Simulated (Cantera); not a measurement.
Mixture: CH4 : O2 : N2 = 1 : 1.43 : 5.37 (molar parts), equivalence ratio 1.4, at 1.09 atm, adiabatic and at constant volume. Ignition delay is the time to a rise of 400 K.

Detailed kinetics in Cantera: GRI-Mech 3.0 (53 species, 325 reactions).

### Question
What does this change do: N2 5.37 to 7.7 parts?

### Answer
```json
[
 {"quantity": "delay at 1073 K", "before": "0.336 s", "after": "0.470 s"},
 {"quantity": "delay at 1223 K", "before": "34.6 ms", "after": "48.8 ms"},
 {"quantity": "delay at 1373 K", "before": "4.90 ms", "after": "6.87 ms"},
 {"quantity": "delay at 1523 K", "before": "0.928 ms", "after": "1.26 ms"},
 {"quantity": "delay at 1673 K", "before": "0.243 ms", "after": "0.318 ms"},
 {"quantity": "apparent activation energy between 1523 and 1673 K", "before": "190 kJ/mol", "after": "190 kJ/mol"}
]
```

### Question
What does this change do: pressure from 1.09 atm to 0.434 atm?

### Answer
| quantity | before | after |
|---|---|---|
| delay at 1073 K | 0.336 s | 0.784 s |
| delay at 1223 K | 34.6 ms | 72.7 ms |
| delay at 1373 K | 4.90 ms | 9.69 ms |
| delay at 1523 K | 0.928 ms | 1.88 ms |
| delay at 1673 K | 0.243 ms | 0.531 ms |
| apparent activation energy between 1523 and 1673 K | 190 kJ/mol | 180 kJ/mol |
